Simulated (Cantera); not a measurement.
An isothermal, constant-pressure homogeneous reactor starts with 34.7 % H₂, 40.8 % O₂, 24.5 % N₂, equivalence ratio 0.42, at 848 K and 158 Torr.

Detailed kinetics in Cantera: GRI-Mech 3.0 (53 species, 325 reactions). Below about 950 K walls govern HO2 and H2O2 in real vessels. The temperature is held fixed by assumption; the heat of reaction is taken as removed at once.

x: mole fraction; the columns are a selection and need not sum to one.

| t (s) | x H₂ | x O₂ | x H | x OH | x H₂O₂ |
|---|---|---|---|---|---|
| 7.00e-5 | 0.347 | 0.408 | 9.71e-12 | <1e-12 | <1e-12 |
| 0.000168 | 0.347 | 0.408 | 2.76e-11 | <1e-12 | <1e-12 |
| 0.000402 | 0.347 | 0.408 | 1.10e-10 | 3.90e-12 | <1e-12 |
| 0.000963 | 0.347 | 0.408 | 1.13e-9 | 4.03e-11 | 8.98e-12 |
| 0.00231 | 0.347 | 0.408 | 1.85e-7 | 6.74e-9 | 2.23e-9 |
| 0.00553 | 0.228 | 0.366 | 2.07e-6 | 3.15e-7 | 5.54e-5 |
| 0.0132 | 0.228 | 0.366 | (withheld) | (withheld) | (withheld) |
| 0.0317 | 0.228 | 0.366 | 1.22e-8 | 1.16e-9 | 0.000129 |
| 0.0760 | 0.228 | 0.366 | 1.25e-8 | 1.19e-9 | 0.000138 |
| 0.182 | 0.228 | 0.366 | (withheld) | (withheld) | (withheld) |
| 0.436 | 0.228 | 0.365 | 1.88e-8 | 1.86e-9 | 0.000214 |
| 1.05 | 0.227 | 0.365 | 3.35e-8 | 3.55e-9 | 0.000401 |
| 2.50 | 0.222 | 0.363 | 7.88e-8 | 9.72e-9 | 0.00104 |
| 6.00 | 0.198 | 0.354 | 1.06e-7 | 1.68e-8 | 0.00170 |

Complete the blanks.


- 0.0132, x H: 1.52e-8
- 0.0132, x OH: 1.46e-9
- 0.0132, x H₂O₂: 0.000117
- 0.182, x H: 1.41e-8
- 0.182, x OH: 1.37e-9
- 0.182, x H₂O₂: 0.000158
